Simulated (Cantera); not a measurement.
Cantera with NASA thermochemical tables; ideal gases at 1 bar, condensed phases pure. Values are per mole of reaction as written; species without (g) are pure solids or liquids, kept so even where they would boil at 1 bar.

2 H(g) + B2O2(g) → 2 B + 2 OH(g)

| T (K) | ΔH° (kJ) | ΔS° (J/K) | ΔG° (kJ) | log10 K |
|---|---|---|---|---|
| 525 | ___ | ___ | ___ | ___ |
| 625 | 94.5 | -102.8 | 158.7 | -13.27 |
| 725 | 93.5 | -104.3 | 169.1 | -12.18 |
| 825 | 92.5 | -105.6 | 179.6 | -11.37 |
| 925 | 91.6 | -106.6 | 190.2 | -10.74 |
| 1025 | ___ | ___ | ___ | ___ |
| 1125 | 90.0 | -108.1 | 211.7 | -9.83 |

**Question.** Some entries are withheld; supply them.

**Answer.** 
- 525, ΔH° (kJ): 95.6
- 525, ΔS° (J/K): -100.9
- 525, ΔG° (kJ): 148.6
- 525, log10 K: -14.78
- 1025, ΔH° (kJ): 90.8
- 1025, ΔS° (J/K): -107.5
- 1025, ΔG° (kJ): 200.9
- 1025, log10 K: -10.24
